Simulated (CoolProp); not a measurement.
Vapour-liquid equilibrium of R143a (1) + R236FA (2) at 24.85 °C; x and y are mole fractions of (1).

The numbers come from the multi-fluid Helmholtz-energy mixture model, Lemmon and Jacobsen 2000 and Pan 2012; pair parameters Bell 2016 in CoolProp.

```tsv
x	bubble pressure, mixture model (MPa)	bubble pressure, Raoult's law (MPa)	y, mixture model	y, Raoult's law
0.05	?	0.3199	0.154	0.196
0.15	0.3876	0.4185	?	0.450
0.25	?	0.5171	0.538	0.608
0.35	0.5606	0.6157	0.653	0.714
0.45	0.6543	0.7143	0.740	0.792
0.55	0.7527	0.8129	0.809	0.850
0.65	0.8558	0.9115	0.865	0.896
0.75	0.9636	1.010	0.911	0.933
0.85	1.076	1.109	0.950	0.963
0.95	1.195	1.207	0.984	0.989
```

Task: Fill in the missing entries.

Result: 
- 0.05, bubble pressure, mixture model (MPa): 0.3084
- 0.15, y, mixture model: 0.380
- 0.25, bubble pressure, mixture model (MPa): 0.4717

The largest gap from Raoult's law is -8.9 % in bubble pressure, at x = 0.35. No azeotrope shows between x = 0.05 and 0.95.

Pair parameters are fitted to limited data, so mixtures are less certain than the pure fluids.
